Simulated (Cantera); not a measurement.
Feed: 1 mol Si2Cl6, 14 mol NH3, held at 1427 °C and 5.30 Pa.

Cantera equilibrium calculation (NASA polynomials, part measured and part estimated; ideal gas, pure solids and liquids). Candidate condensed phases: NH4Cl, Si, Si3N4; 28 gas species. The feed counts by its element totals alone. The tables' values for SiCl, SiCl3, SiN are old estimates; treat these amounts as uncertain. Kinetics and transport are ignored.

Base state: H2 0.609, N2 0.221, HCl 0.0901, SiCl2 0.0477, H 0.0158, Si 0.0128, Cl 0.00182, SiCl 0.00174 (mole fractions); condensed: Si(l).

Q: What changes in the equilibrium state with this change: NH3 from 14 to 38 mol?

A: 
```tsv
species	before	after
H2	0.609	0.673
N2	0.221	0.235
HCl	0.0901	0.0490
SiCl2	0.0477	0.0118
Si	0.0128	0.0118
H	0.0158	0.0166
SiCl3	3.23e-5	4.12e-6
SiCl	0.00174	0.000832
Si(l), mol	0.0114	0
```
The tables' values for SiCl, SiN are old estimates; treat these amounts as uncertain.
